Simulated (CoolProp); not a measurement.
The fluid at 324.89 K and 0.154 MPa expands adiabatically to 0.0256 MPa with isentropic efficiency 0.7. The same conditions are run with several fluids, on thermodynamics alone (safety and materials aside).

Computed with CoolProp (reference Helmholtz-energy equation of state of each fluid (C3F8 (R218): Lemmon 2006; CF4 (R14): Platzer 1990; R1224YDZ: Akasaka 2023; R507A: Lemmon 2003; R125: Lemmon 2005)). The equations of Platzer and Polt are older, rougher fits. Blends and air are pseudo-pure fits.

| fluid | work (kJ/kg) | final temperature (K) | final density (kg/m³) |
|---|---|---|---|
| C3F8 (R218) | 16.9 | 302.8 | 1.92 |
| CF4 (R14) | 34.1 | 275.4 | 0.985 |
| R1224YDZ | 20.8 | 294.9 | 1.57 |
| R507A | 31.1 | 287.7 | 1.06 |
| R125 | 25.9 | 291.3 | 1.27 |
